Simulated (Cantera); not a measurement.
What does this Cantera script print?

```python
import numpy as np
import cantera as ct

gas_names = """
    Hg N NO NO2 NO3 N2 N2O O O2 O3
""".split()
cond_names = """
    Hg(cr) Hg(L) HgO(s)
""".split()


def load(file, names, dense=False):
    # The tables refer to 1 bar. Condensed volumes are neglected.
    table = {s.name: s for s in ct.Species.list_from_file(file)}
    out = []
    for n in names:
        d = dict(table[n].input_data)
        d["thermo"] = dict(d["thermo"], **{"reference-pressure": 1e5})
        if dense:
            d["equation-of-state"] = {"model": "constant-volume", "density": "1e6 g/cm^3"}
        out.append(ct.Species.from_dict(d))
    return out


gas = ct.Solution(thermo="ideal-gas", species=load("nasa_gas.yaml", gas_names))
cond = {s.name: ct.Solution(thermo="fixed-stoichiometry", species=[s], name=s.name)
        for s in load("nasa_condensed.yaml", cond_names, dense=True)}
atoms = {
    'HgO': {'Hg': 1, 'O': 1},
    'O2': {'O': 2},
    'N2': {'N': 2},
}
top_T = {}  # K; cautious upper limits of use, not melting points


def equilibrate(T, P, feed):
    n = {}
    for name, mol in feed.items():
        for a, k in atoms[name].items():
            n[a] = n.get(a, 0.0) + k * mol
    gas.TPX = T, P, n
    mass = sum(n.values()) * gas.mean_molecular_weight
    gas.equilibrate("TP")
    valid = [c for c in cond.values() if c.min_temp <= T <= top_T.get(c.name, c.max_temp)]
    mix = ct.Mixture([(gas, mass / gas.mean_molecular_weight)] + [(c, 0.0) for c in valid])
    mix.T, mix.P = T, P
    mix.equilibrate("TP", solver="vcs", rtol=1e-11, max_steps=5000)
    return mix


results = []
feed = {'HgO': 1, 'O2': 0.014, 'N2': 0.12}  # mol
T = 1223.15  # K
P = 1333.22  # Pa
mix = equilibrate(T, P, feed)
results.append((T, P, feed, dict(zip(mix.species_names, mix.species_moles))))
print(gas.report(threshold=0.001))
for i in range(1, mix.n_phases):
    print(f"{mix.phase(i).name:16s} {mix.phase_moles(i):12.5e} mol")
```

Output:

```
       temperature   1223.2 K
          pressure   1333.2 Pa
           density   0.017683 kg/m^3
  mean mol. weight   134.88 kg/kmol
   phase of matter   gas

                          1 kg             1 kmol
                     ---------------   ---------------
          enthalpy        4.5282e+05        6.1078e+07  J
   internal energy        3.7742e+05        5.0908e+07  J
           entropy            1958.5        2.6417e+05  J/K
    Gibbs function       -1.9427e+06       -2.6204e+08  J
 heat capacity c_p             195.8             26410  J/K
 heat capacity c_v            134.16             18096  J/K

                      mass frac. Y      mole frac. X     chem. pot. / RT
                     ---------------   ---------------   ---------------
                Hg           0.91012             0.612           -21.456
                N2          0.015244          0.073396           -32.338
                O2          0.074613           0.31452           -32.618
     [   +7 minor]        1.9414e-05        8.7265e-05

Hg(L)             0.00000e+00 mol
```

Method: chemical equilibrium by Gibbs-energy minimisation in Cantera with the NASA 1993 tables (ideal gas, pure condensed phases).
